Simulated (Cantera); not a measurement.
Cantera run:

```python
import numpy as np
import cantera as ct

gas_names = """
    H H2 Si SiH SiH2 SiH3 SiH4 Si2 Si3
""".split()
cond_names = """
    Si(cr) Si(L)
""".split()


# ... load() reads the species with a 1 bar reference pressure and builds the phases ...
atoms = {
    'Si': {'Si': 1},
    'H2': {'H': 2},
}
top_T = {}  # K; cautious upper limits of use, not melting points


# ... equilibrate(T, P, feed) seeds the gas with the atoms and calls Mixture.equilibrate('TP', solver="vcs", rtol=1e-11, max_steps=5000) ...
results = []
feed = {'Si': 1, 'H2': 0.61}  # mol
T = 1625  # K
P = 43000  # Pa
mix = equilibrate(T, P, feed)
results.append((T, P, feed, dict(zip(mix.species_names, mix.species_moles))))
x = sorted(zip(gas.X, gas.species_names), reverse=True)
print(f"T = {T:g} K  P = {P:g} Pa  gas = {mix.phase_moles(0):.4g} mol")
print("   x: " + "  ".join(f"{s} {v:.3e}" for v, s in x if v > 0.001))
print("   condensed (mol): " + ("  ".join(f"{mix.phase(i).name} {mix.phase_moles(i):.4g}"
      for i in range(1, mix.n_phases) if mix.phase_moles(i) > 1e-12) or "none"))
```

Result:

```
T = 1625 K  P = 43000 Pa  gas = 0.61 mol
   x: H2 9.999e-01
   condensed (mol): Si(cr) 1
```

These are equilibrium values from Cantera (NASA tables, ideal gas, pure condensed phases), not measurements of a reactor.
